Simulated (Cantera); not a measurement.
Boron, boron nitride and boron oxide: B + O₂ + H₂

Charge: 1 mol B, 7.3 mol O₂, 0.11 mol H₂, at 2025 K and 133 Pa.

Cantera equilibrium calculation (NASA polynomials, part measured and part estimated; ideal gas, pure solids and liquids). Candidate condensed phases: B, B₂O₃, B₃O₃H₃, H₂O; 23 gas species. The numbers say what is thermodynamically allowed, not how fast it happens.

The x(O₂) is 0.875, the x(BO₂) comes out as 0.0386 and the x(B₂O₃) is 0.0373. The x(HBO₂) is 0.0243 and the x(O) is 0.0207. The x(OH) is 0.00227 and the x(H₂O) comes out as 0.00173. The x(BO) is 0.000267 and the x(H) is 0.000221. The gas amount comes out as 7.257 mol. The log10 activity of B(s) (absent) is -9.69.
